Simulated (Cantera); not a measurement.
Feed: 1 mol MgCO₃, 0.11 mol H₂S, 1.3 mol CO₂, 0.14 mol SO₂, at 1350 °C and 48.0 Torr.

These are equilibrium values from Cantera (NASA tables, ideal gas, pure condensed phases), not measurements of a reactor. Candidate condensed phases: C, C₆H₆, C₇H₈, C₈H₁₈, H₂O, H₂SO₄, Mg, MgCO₃, MgO, Mg(OH)₂, MgS, MgSO₄, S; 130 gas species. The numbers say what is thermodynamically allowed, not how fast it happens.

Base state: CO₂ 0.745, CO 0.120, SO₂ 0.0924, H₂O 0.0393, H₂ 0.00204, SO 0.00122, S₂ 0.000159, COS 2.72e-5 (mole fractions); condensed: MgO(s).

What changes in the equilibrium state with this change: temperature from 1350 °C to 627 °C?


```csv
species,before,after
CO₂,0.745,0.890
H₂O,0.0393,0.0387
SO₂,0.0924,0.0364
CO,0.120,0.00202
S₂,0.000159,0.0274
H,1.23e-5,<1e-9
SO,0.00122,2.00e-6
H₂S,1.36e-5,0.00382
COS,2.72e-5,0.00122
S₂O,1.06e-5,0.000397
"MgO(s), mol",1.00,1.00
```
Gases not in the tables: S₃ to S₇.
